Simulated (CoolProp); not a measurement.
Vapour-liquid equilibrium of hydrogen sulfide (1) + toluene (2) at 335.6 K; x and y are mole fractions of (1).

Values from CoolProp's multi-fluid Helmholtz-energy mixture model, Lemmon 2006 and Lemmon 2006; pair parameters Bell 2016.

| x | bubble pressure, mixture model (MPa) | bubble pressure, Raoult's law (MPa) | y, mixture model | y, Raoult's law |
|---|---|---|---|---|
| 0.05 | 0.2198 | 0.2479 | 0.906 | 0.922 |
| 0.125 | 0.4856 | 0.5891 | 0.957 | 0.970 |
| 0.2 | 0.7327 | 0.9303 | 0.972 | 0.982 |
| 0.275 | 0.9780 | 1.271 | … | 0.988 |
| 0.35 | … | 1.613 | 0.984 | 0.992 |
| 0.425 | 1.507 | 1.954 | 0.987 | 0.994 |
| 0.5 | 1.805 | 2.295 | 0.990 | 0.996 |
| 0.575 | 2.132 | 2.636 | 0.992 | 0.997 |
| 0.65 | 2.490 | 2.977 | 0.994 | 0.998 |
| 0.725 | 2.879 | 3.319 | 0.995 | 0.998 |
| 0.8 | 3.296 | 3.660 | 0.996 | 0.999 |
| 0.875 | … | 4.001 | 0.998 | 0.999 |
| 0.95 | 4.218 | 4.342 | 0.999 | 1.000 |

Question: What belongs in the gaps?

Answer: 
- 0.275, y, mixture model: 0.979
- 0.35, bubble pressure, mixture model (MPa): 1.233
- 0.875, bubble pressure, mixture model (MPa): 3.742

The largest gap from Raoult's law is -23.6 % in bubble pressure, at x = 0.35. No azeotrope shows between x = 0.05 and 0.95.

Pair parameters are fitted to limited data, so mixtures are less certain than the pure fluids.
